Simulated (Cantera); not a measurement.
Cantera run, input and output.

```python
import numpy as np
import cantera as ct

gas = ct.Solution("gri30.yaml", transport_model="mixture-averaged")
show = ['N2', 'OH', 'CO2']

rows = []
print(f"{'T/K':>7s}{'rho':>11s}{'cp':>10s}{'mu':>11s}{'lambda':>11s}{'Pr':>7s}" + "".join(f"{'D_' + s:>11s}" for s in show))
for T in [400, 650, 900, 1150, 1400, 1650, 1900, 2150, 2400]:
    gas.TPX = T, 2000, {'H2O': 0.28}
    Pr = gas.cp_mass * gas.viscosity / gas.thermal_conductivity
    D = [gas.mix_diff_coeffs_mole[gas.species_index(s)] for s in show]
    rows.append([gas.density, gas.cp_mass, gas.viscosity, gas.thermal_conductivity, Pr, *D])
    print(f"{T:7g}{gas.density:11.4e}{gas.cp_mass:10.1f}{gas.viscosity:11.4e}"
          f"{gas.thermal_conductivity:11.4e}{Pr:7.3f}" + "".join(f"{d:11.4e}" for d in D))
print("SI units: kg/m3, J/kg/K, Pa s, W/m/K, m2/s")
```

It prints:

```
    T/K        rho        cp         mu     lambda     Pr       D_N2       D_OH      D_CO2
    400 1.0834e-02    1902.2 1.3967e-05 3.6994e-02  0.718 2.0067e-03 3.2273e-03 1.4496e-03
    650 6.6668e-03    2048.7 2.3372e-05 6.6791e-02  0.717 4.9292e-03 7.7699e-03 3.7311e-03
    900 4.8149e-03    2219.6 3.2640e-05 1.0179e-01  0.712 8.7843e-03 1.3709e-02 6.8359e-03
   1150 3.7682e-03    2401.0 4.1530e-05 1.3984e-01  0.713 1.3439e-02 2.0857e-02 1.0636e-02
   1400 3.0953e-03    2565.4 4.9979e-05 1.7919e-01  0.716 1.8812e-02 2.9098e-02 1.5050e-02
   1650 2.6263e-03    2708.2 5.7982e-05 2.1868e-01  0.718 2.4848e-02 3.8353e-02 2.0024e-02
   1900 2.2807e-03    2829.8 6.5556e-05 2.5760e-01  0.720 3.1508e-02 4.8565e-02 2.5521e-02
   2150 2.0155e-03    2931.1 7.2725e-05 2.9549e-01  0.721 3.8763e-02 5.9689e-02 3.1513e-02
   2400 1.8056e-03    3013.8 7.9515e-05 3.3204e-01  0.722 4.6591e-02 7.1691e-02 3.7979e-02
SI units: kg/m3, J/kg/K, Pa s, W/m/K, m2/s
```

Computed with Cantera and GRI-Mech 3.0 (53 species, 325 reactions). Polar gases are described roughly by these parameters.
